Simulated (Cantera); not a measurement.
Charge: 1 mol S, 7.5 mol H2, equilibrated at 2500 °C and 0.0160 bar.

Method: chemical equilibrium by Gibbs-energy minimisation in Cantera with the NASA 1993 tables (ideal gas, pure condensed phases). Rates play no part.

```csv
species,before,after
S,0.0710,0.439
S2,0.00529,0.203
H,0.414,0.202
H2,0.496,0.118
SH,0.0126,0.0378
H2S,0.000592,0.000870
```
Gas species are given as mole fractions.

Name the change that produced these shifts.
(A) H2 from 7.5 to 0.27 mol
(B) temperature from 2500 °C to 600 °C
(C) temperature from 2500 °C to 1400 °C
(D) temperature from 2500 °C to 3152 °C

A, H2 from 7.5 to 0.27 mol
